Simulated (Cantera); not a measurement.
Input: 1 mol MgSO₄, 0.019 mol H₂O, held at 17.0 mbar.

These are equilibrium values from Cantera (NASA tables, ideal gas, pure condensed phases), not measurements of a reactor. Candidate condensed phases: H₂O, H₂SO₄, Mg, MgO, Mg(OH)₂, MgS, MgSO₄, S; 26 gas species. Mutual solubility and eutectic melting of coexisting phases are not modelled. Kinetics and transport are ignored. All values below are at 1100 K.

Base state: H₂O 0.655, SO₂ 0.226, O₂ 0.113, SO₃ 0.00615 (mole fractions); condensed: MgO(s) + MgSO₄(s).

### Question
What changes in the equilibrium state with this change: pressure from 17.0 mbar to 4.80 mbar?

### Answer
```csv
species,before,after
SO₂,0.226,0.648
O₂,0.113,0.324
SO₃,0.00615,0.0159
H₂O,0.655,0.0126
"MgO(s), mol",0.00672,1.00
"MgSO₄(s), mol",0.993,0
```

### Question
What changes in the equilibrium state with this change: 1.3 mol H₂ added?

### Answer
```tsv
species	before	after
H₂O	0.655	0.575
SO₂	0.226	0.385
S₂	<1e-9	0.0260
O₂	0.113	<1e-9
H₂S	<1e-9	0.00689
S₂O	<1e-9	0.000810
H₂	1.97e-8	0.00645
SO₃	0.00615	2.81e-8
SO	<1e-9	0.000172
MgO(s), mol	0.00672	1.00
MgSO₄(s), mol	0.993	0
```
Gases not in the tables: S₃ to S₇.
